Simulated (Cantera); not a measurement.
An adiabatic, constant-volume homogeneous reactor starts with CH4 : CO : O2 : N2 = 1 : 0.057 : 1.35 : 5.08 (molar parts), equivalence ratio 1.5, at 1175 K and 1.01 bar.

Detailed kinetics in Cantera: GRI-Mech 3.0 (53 species, 325 reactions).

### Question
Predict: time of steepest temperature rise; temperature at 3.00 s; equilibrium temperature; x(CO) at 3.00 s; x(O2) at 3.00 s; x(NO) at 3.00 s.

### Answer
```
Property                                                              Result
---------------------------------  -----------------------------------------
time of steepest temperature rise                                    82.5 ms
temperature at 3.00 s                                                 2792 K
equilibrium temperature                                               2792 K
x(CO) at 3.00 s                        0.0964 (gas-phase equilibrium 0.0964)
x(O2) at 3.00 s                    0.000890 (gas-phase equilibrium 0.000890)
x(NO) at 3.00 s                      0.00210 (gas-phase equilibrium 0.00210)
```
